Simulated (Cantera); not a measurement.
Feed: 1 mol BN, 4.8 mol NF₃, a varied amount of H₂, equilibrated at 850 °C and 0.133 bar.

Method: chemical equilibrium by Gibbs-energy minimisation in Cantera with the NASA 1993 tables (ideal gas, pure condensed phases). Candidate condensed phases: B, BN; 31 gas species. Kinetics and transport are ignored.

At 6.2 mol H₂, list the 4 most abundant gas species with their mole fractions, and the condensed phases.

HF 0.722, N₂ 0.184, BF₃ 0.0633, H₂ 0.0316. Condensed: gas only.
